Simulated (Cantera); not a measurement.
An adiabatic, constant-volume homogeneous reactor starts with 2.10 % C₃H₈, 20.2 % O₂, 76.1 % N₂, 1.56 % H₂, equivalence ratio 0.56, at 1625 K and 5.00 bar.

Model: GRI-Mech 3.0 (53 species, 325 reactions), integrated in Cantera. GRI-Mech 3.0 was tuned for natural gas; its chemistry of propane as a main component is partial and can be far from experiment.

### Question
Predict: time of steepest temperature rise; temperature at 0.200 s; equilibrium temperature; x(O₂) at 0.200 s; x(HO₂) at 0.200 s; x(HCO) at 0.200 s; x(NO₂) at 0.200 s.

### Answer
```
Quantity                                                            Result
---------------------------------  ---------------------------------------
time of steepest temperature rise                                  7.84 µs
temperature at 0.200 s                                              2817 K
equilibrium temperature                                             2817 K
x(O₂) at 0.200 s                     0.0763 (gas-phase equilibrium 0.0763)
x(HO₂) at 0.200 s                  2.24e-5 (gas-phase equilibrium 2.24e-5)
x(HCO) at 0.200 s                  1.23e-8 (gas-phase equilibrium 1.23e-8)
x(NO₂) at 0.200 s                  2.62e-5 (gas-phase equilibrium 2.62e-5)
```
